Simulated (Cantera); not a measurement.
# Carbon deposition, reforming and gasification: CH4 + CO2

A closed system holds: 1 mol CH4, 0.036 mol CO2, at 300000 Pa.

Equilibrium computed with Cantera from the NASA thermochemical tables; the gas is ideal and each condensed phase is pure. Candidate condensed phases: C, C6H6, C7H8, C8H18, H2O; 110 gas species. Rates play no part.

```json
[
 {"T (K)": "1248", "x H2": "0.935", "x CO": "0.0343", "x CH4": "0.0292", "x H": "2.61e-7", "n C(graphite)": "0.908"},
 {"T (K)": "1348", "x H2": "0.949", "x CO": "0.0347", "x CH4": "0.0158", "x H": "1.30e-6", "n C(graphite)": "0.933"},
 {"T (K)": "1448", "x H2": "0.956", "x CO": "0.0348", "x CH4": "0.00914", "x H": "5.20e-6", "n C(graphite)": "0.946"},
 {"T (K)": "1548", "x H2": "0.959", "x CO": "0.0348", "x CH4": "0.00566", "x H": "1.74e-5", "n C(graphite)": "0.952"},
 {"T (K)": "1648", "x H2": "0.961", "x CO": "0.0348", "x CH4": "0.00371", "x H": "5.04e-5", "n C(graphite)": "0.956"},
 {"T (K)": "1748", "x H2": "0.962", "x CO": "0.0348", "x CH4": "0.00256", "x H": "0.000129", "n C(graphite)": "0.958"},
 {"T (K)": "1848", "x H2": "0.963", "x CO": "0.0348", "x CH4": "0.00183", "x H": "0.000300", "n C(graphite)": "0.959"},
 {"T (K)": "1948", "x H2": "0.963", "x CO": "0.0348", "x CH4": "0.00136", "x H": "0.000640", "n C(graphite)": "0.959"},
 {"T (K)": "2048", "x H2": "0.962", "x CO": "0.0348", "x CH4": "0.00104", "x H": "0.00127", "n C(graphite)": "0.958"},
 {"T (K)": "2148", "x H2": "0.960", "x CO": "0.0347", "x CH4": "0.000816", "x H": "0.00236", "n C(graphite)": "0.955"}
]
```
x: gas mole fraction; n: condensed amount in mol.

From 1248 K to 2148 K the condensed part is C(graphite). The main C-bearing gas is CO throughout.
